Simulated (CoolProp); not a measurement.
Values from CoolProp's reference Helmholtz-energy equation of state, Thol 2014.

Q: For diethyl ether, give the phase and the density (kg/m³), cp (kJ/(kg K)), cv (kJ/(kg K)), isothermal compressibility (1/MPa) at 507.4 K and 8.18 bar; 507.4 K and 55.8 bar.

A: 
- 507.4 K and 8.18 bar: gas; density 15.3, cp 2.32, cv 2.17, isothermal compressibility 1.30
- 507.4 K and 55.8 bar: supercritical; density 218, cp 4.53, cv 2.38, isothermal compressibility 0.426
